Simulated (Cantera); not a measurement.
A Cantera script and its output.

```python
import numpy as np
import cantera as ct

gas = ct.Solution("h2o2.yaml")
gas.TPX = 1150, 800, {'H2': 0.015, 'O2': 1, 'N2': 0.69}
inlet = ct.Reservoir(gas, clone=True)

reactor = ct.IdealGasConstPressureReactor(gas, energy="off", clone=False)
exhaust = ct.Reservoir(gas, clone=True)
tau = [29, 11, 4.1, 1.5, 0.58, 0.22, 0.083, 0.031, 0.012, 0.0044][0]
for a, b in ((inlet, reactor), (reactor, exhaust)):
    ct.MassFlowController(a, b, mdot=lambda t: reactor.mass / tau)
net = ct.ReactorNet([reactor])
show = ['H2', 'O2', 'H2O2', 'OH', 'HO2', 'H', 'H2O']

rows = []
print(f"{'tau/s':>10s}{'T/K':>9s}" + "".join(f"{s:>11s}" for s in show))
for tau in [29, 11, 4.1, 1.5, 0.58, 0.22, 0.083, 0.031, 0.012, 0.0044]:
    net.initial_time = 0.0
    net.advance(30 * tau)
    before = gas.X
    net.advance(40 * tau)
    drift = np.max(np.abs(gas.X - before) / (gas.X + 1e-9))
    rows.append([gas.T, *gas[show].X, drift])
    print(f"{tau:10.3e}{gas.T:9.1f}" + "".join(f"{x:11.3e}" for x in gas[show].X))
```

Result:

```
     tau/s      T/K         H2         O2       H2O2         OH        HO2          H        H2O
 2.900e+01   1150.0  1.090e-05  5.843e-01  6.406e-09  1.434e-04  1.451e-07  8.480e-06  8.747e-03
 1.100e+01   1150.0  1.904e-05  5.840e-01  7.748e-09  1.960e-04  2.061e-07  2.133e-05  8.705e-03
 4.100e+00   1150.0  3.336e-05  5.835e-01  9.037e-09  2.668e-04  2.837e-07  5.231e-05  8.636e-03
 1.500e+00   1150.0  5.912e-05  5.827e-01  1.030e-08  3.585e-04  3.757e-07  1.208e-04  8.526e-03
 5.800e-01   1150.0  1.030e-04  5.817e-01  1.166e-08  4.623e-04  4.685e-07  2.378e-04  8.365e-03
 2.200e-01   1150.0  1.896e-04  5.807e-01  1.381e-08  5.854e-04  5.636e-07  4.088e-04  8.124e-03
 8.300e-02   1150.0  3.756e-04  5.800e-01  1.795e-08  7.379e-04  6.616e-07  6.067e-04  7.757e-03
 3.100e-02   1150.0  7.994e-04  5.800e-01  2.573e-08  9.355e-04  7.631e-07  7.944e-04  7.137e-03
 1.200e-02   1150.0  1.695e-03  5.806e-01  3.657e-08  1.136e-03  8.429e-07  8.877e-04  6.093e-03
 4.400e-03   1150.0  3.682e-03  5.822e-01  4.285e-08  1.176e-03  8.543e-07  7.255e-04  4.165e-03
```

Detailed kinetics in Cantera: the H2/O2 subset of GRI-Mech 3.0, which has no nitrogen chemistry. Radical loss at walls, strong at low pressure, is not modelled.
